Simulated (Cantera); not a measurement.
Input (Python, Cantera) and output of one run.

```python
import numpy as np
import cantera as ct

gas_names = """
    O NO2 VO2
""".split()
cond_names = """
    VN(s)
""".split()


def load(file, names, dense=False):
    # The tables refer to 1 bar. Condensed volumes are neglected.
    table = {s.name: s for s in ct.Species.list_from_file(file)}
    out = []
    for n in names:
        d = dict(table[n].input_data)
        d["thermo"] = dict(d["thermo"], **{"reference-pressure": 1e5})
        if dense:
            d["equation-of-state"] = {"model": "constant-volume", "density": "1e6 g/cm^3"}
        out.append(ct.Species.from_dict(d))
    return out


species = {s.name: s for s in load("nasa_gas.yaml", gas_names) + load("nasa_condensed.yaml", cond_names)}
# Each term lists the table entries of one substance; the one whose range holds T is used.
reactions = {
    'VN + 4 O(g) = NO2(g) + VO2(g)':
        [(-1, ['VN(s)']), (-4, ['O']), (1, ['NO2']), (1, ['VO2'])],
}


def pick(names, T):
    return next(species[n] for n in names if species[n].thermo.min_temp <= T <= species[n].thermo.max_temp)


results = []
for label, terms in reactions.items():
    print(label)
    print("     T/K   dH/kJ  dS/(J/K)   dG/kJ   log10 K")
    for T in [648, 798, 948, 1098, 1248, 1398, 1548, 1698, 1848]:
        used = [(nu, pick(names, T)) for nu, names in terms]
        dH = sum(nu * s.thermo.h(T) for nu, s in used) / 1e6
        dS = sum(nu * s.thermo.s(T) for nu, s in used) / 1e3
        dG = dH - T * dS / 1e3
        logK = -dG * 1e6 / (ct.gas_constant * T * np.log(10))
        results.append((label, T, dH, dS, dG, logK, [s.name for _, s in used]))
        print(f"{T:8g} {dH:8.1f} {dS:8.1f} {dG:8.1f} {logK:8.2f}")
```

Result:

```
VN + 4 O(g) = NO2(g) + VO2(g)
     T/K   dH/kJ  dS/(J/K)   dG/kJ   log10 K
     648   -991.4   -206.5   -857.6    69.13
     798   -996.2   -213.1   -826.1    54.07
     948  -1000.6   -218.2   -793.8    43.74
    1098  -1004.9   -222.4   -760.7    36.19
    1248  -1009.2   -226.0   -727.1    30.43
    1398  -1013.5   -229.3   -692.9    25.89
    1548  -1017.9   -232.3   -658.3    22.21
    1698  -1022.4   -235.0   -623.2    19.17
    1848  -1026.9   -237.6   -587.8    16.61
```

Standard-state values (1 bar) from the NASA 1993 polynomials, evaluated with Cantera. VN: taken at fixed stoichiometry. Condensed species are held in their standard states even where they would react or evaporate.
